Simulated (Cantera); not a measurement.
# Thermodynamics of carbothermic reduction, feed CuO + CO

Charge: 1 mol CuO, 7.4 mol CO, at 925 K.

Cantera equilibrium calculation (NASA polynomials, part measured and part estimated; ideal gas, pure solids and liquids). Candidate condensed phases: C, Cu, CuO, Cu2O; 15 gas species. Kinetics and transport are ignored.

| P (Pa) | x CO | x CO2 | x Cu | n Cu(s) | n C(graphite) |
|---|---|---|---|---|---|
| 10 | 0.865 | 0.135 | 6.02e-9 | 1.00 | 0 |
| 42 | 0.865 | 0.135 | 1.43e-9 | 1.00 | 0 |
| 180 | 0.865 | 0.135 | 3.35e-10 | 1.00 | 0 |
| 750 | 0.865 | 0.135 | 8.03e-11 | 1.00 | 0 |
| 3200 | 0.865 | 0.135 | 1.88e-11 | 1.00 | 0 |
| 13000 | 0.769 | 0.231 | 4.63e-12 | 1.00 | 0.577 |
| 56000 | 0.529 | 0.471 | 1.08e-12 | 1.00 | 1.69 |
| 240000 | 0.309 | 0.691 | <1e-12 | 1.00 | 2.43 |
| 1000000 | 0.167 | 0.833 | <1e-12 | 1.00 | 2.82 |
x: gas mole fraction; n: condensed amount in mol.

From 10.0 Pa to 32.0 mbar the condensed part is Cu(s). From 0.130 bar to 10.0 bar the condensed part is C(graphite) + Cu(s).
